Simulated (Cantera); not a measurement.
# Ignition delay

Mixture: CH₄ : C₂H₆ : O₂ : N₂ = 1 : 0.22 : 3.55 : 13.4 (molar parts), at 2.50 bar, adiabatic and at constant volume. Ignition delay is the time to a rise of 400 K.

Computed with Cantera and GRI-Mech 3.0 (53 species, 325 reactions).

```csv
T0 (K),delay (ms)
1048,24.6
1123,5.65
1198,1.62
1273,0.588
1348,0.260
1423,0.132
1498,0.0723
1573,0.0420
1648,0.0257
```

```yaml
apparent activation energy between 1498 and 1648 K: 140 kJ/mol
```
